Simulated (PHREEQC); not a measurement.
A solution holds 110 mmol/kgw FeCl3, 0.21 mmol/kgw ZnCl2, 98 mmol/kgw H2SO4 and 1.7 mmol/kgw NaCl, at 25 °C. Closed to the air; pH follows from the charge balance.

All values are PHREEQC results (ion-association model, wateq4f.dat), not measurements.

Precipitation was switched off in this run.

Order these Zn species by the share of Zn that they hold, largest first: ZnCl2, ZnCl3-, ZnSO4, Zn+2, ZnCl+.

Zn+2 (75 %), ZnCl+ (15 %), ZnSO4 (7.5 %), ZnCl2 (1.7 %), ZnCl3- (0.61 %)

Order these Fe species by the share of Fe that they hold, largest first: FeSO4+, FeCl+2, FeHSO4+2, Fe+3, FeCl2+.

FeSO4+ (31 %), FeCl+2 (27 %), FeHSO4+2 (22 %), Fe+3 (11 %), FeCl2+ (7.0 %)

The pH is 0.96 and the ionic strength 0.434 mol/kgw. Examples of supersaturated solids here: Hematite (slow to form), Goethite (slow to form). Others may be too. Complexes and solids missing from the database can't appear.
